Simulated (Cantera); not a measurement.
Mixture: CH4 : H2 : O2 : N2 : H2O = 1 : 0.84 : 1.61 : 6.07 : 2.3 (molar parts), at 0.750 atm, adiabatic and at constant volume. Ignition delay is the time to a rise of 400 K.

Detailed kinetics in Cantera: GRI-Mech 3.0 (53 species, 325 reactions).

### Question
Predict: delay at 1100 K; delay at 1175 K; delay at 1250 K; delay at 1325 K; delay at 1400 K; delay at 1475 K; apparent activation energy between 1325 and 1475 K.

### Answer
* **delay at 1100 K**: 6.32 ms
* **delay at 1175 K**: 3.19 ms
* **delay at 1250 K**: 1.73 ms
* **delay at 1325 K**: 0.975 ms
* **delay at 1400 K**: 0.569 ms
* **delay at 1475 K**: 0.345 ms
* **apparent activation energy between 1325 and 1475 K**: 110 kJ/mol
